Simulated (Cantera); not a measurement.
Charge: 1 mol SiHCl₃, 0.022 mol HCl, 480 mol H₂, held at 1300 °C and 750 Torr.

Equilibrium computed with Cantera from the NASA thermochemical tables; the gas is ideal and each condensed phase is pure. Candidate condensed phases: Si; 19 gas species. Equilibrium is a limit: real reactors are often held back by kinetics, nucleation or transport.

Base state: H₂ 0.994, HCl 0.00601, SiCl₂ 0.000123, H 4.06e-5 (mole fractions); condensed: Si(s).

**Question.** What changes in the equilibrium state with this change: H₂ from 480 to 20 mol?

**Answer.** 
```csv
species,before,after
H₂,0.994,0.896
HCl,0.00601,0.0763
SiCl₂,0.000123,0.0220
SiCl₄,2.98e-8,0.000952
SiCl₃,1.18e-6,0.00282
SiHCl₃,6.53e-7,0.00148
SiH₂Cl₂,2.36e-6,0.000381
"Si(s), mol",0.935,0.393
```
The tables' values for SiCl₃ are old estimates; treat these amounts as uncertain.

**Question.** What changes in the equilibrium state with this change: temperature from 1300 °C to 777 °C?

**Answer.** 
| species | before | after |
|---|---|---|
| H₂ | 0.994 | 0.995 |
| HCl | 0.00601 | 0.00369 |
| SiHCl₃ | 6.53e-7 | 0.000488 |
| SiCl₄ | 2.98e-8 | 0.000174 |
| H | 4.06e-5 | 8.09e-9 |
| SiH₂Cl₂ | 2.36e-6 | 0.000156 |
| SiCl₃ | 1.18e-6 | 1.57e-5 |
| SiH₃Cl | 2.54e-6 | 1.29e-5 |
| Si(s), mol | 0.935 | 0.580 |
The tables' values for SiCl₃ are old estimates; treat these amounts as uncertain.

**Question.** What changes in the equilibrium state with this change: pressure from 750 Torr to 1.00 Torr?

**Answer.** 
```json
[
 {"species": "H₂", "before": "0.994", "after": "0.993"},
 {"species": "HCl", "before": "0.00601", "after": "0.00601"},
 {"species": "H", "before": "4.06e-5", "after": "0.00111"},
 {"species": "Si", "before": "5.52e-8", "after": "4.14e-5"},
 {"species": "SiCl₂", "before": "0.000123", "after": "0.000123"},
 {"species": "Si(s), mol", "before": "0.935", "after": "0.915"}
]
```
